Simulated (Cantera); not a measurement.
An isothermal, constant-pressure homogeneous reactor starts with NO : N2 = 1 : 0.19 (molar parts), at 1800 K and 52.5 Torr. Integrator tolerance rtol = 1e-08.

Cantera simulation using GRI-Mech 3.0 (53 species, 325 reactions); the numbers are that mechanism's predictions, not measurements.

Problem. What does this change do: temperature 1800 to 1425 K?

Solution. 
| quantity | before | after |
|---|---|---|
| x(NO) at 40.0 s | 0.273 (gas-phase equilibrium 0.00504) | 0.827 (gas-phase equilibrium 0.00101) |
| x(O2) at 40.0 s | 0.283 (gas-phase equilibrium 0.417) | 0.00623 (gas-phase equilibrium 0.420) |
| x(N2O) at 40.0 s | 2.30e-5 (gas-phase equilibrium 6.55e-8) | 0.000203 (gas-phase equilibrium 1.45e-8) |
| x(N2) at 40.0 s | 0.443 (gas-phase equilibrium 0.577) | 0.166 (gas-phase equilibrium 0.579) |
| x(NO2) at 40.0 s | 0.000209 (gas-phase equilibrium 4.70e-6) | 0.000281 (gas-phase equilibrium 2.57e-6) |
| x(O) at 40.0 s | 0.000250 (gas-phase equilibrium 0.000299) | 6.01e-7 (gas-phase equilibrium 3.42e-6) |

Problem. What does this change do: pressure from 52.5 Torr to 35.3 Torr?

Solution. 
| quantity | before | after |
|---|---|---|
| x(NO) at 40.0 s | 0.273 (gas-phase equilibrium 0.00504) | 0.358 (gas-phase equilibrium 0.00504) |
| x(O2) at 40.0 s | 0.283 (gas-phase equilibrium 0.417) | 0.241 (gas-phase equilibrium 0.417) |
| x(N2O) at 40.0 s | 2.30e-5 (gas-phase equilibrium 6.55e-8) | 3.81e-5 (gas-phase equilibrium 5.37e-8) |
| x(N2) at 40.0 s | 0.443 (gas-phase equilibrium 0.577) | 0.401 (gas-phase equilibrium 0.577) |
| x(NO2) at 40.0 s | 0.000209 (gas-phase equilibrium 4.70e-6) | 0.000206 (gas-phase equilibrium 3.85e-6) |
| x(O) at 40.0 s | 0.000250 (gas-phase equilibrium 0.000299) | 0.000284 (gas-phase equilibrium 0.000365) |
Radical loss at walls, strong at low pressure, is not modelled.
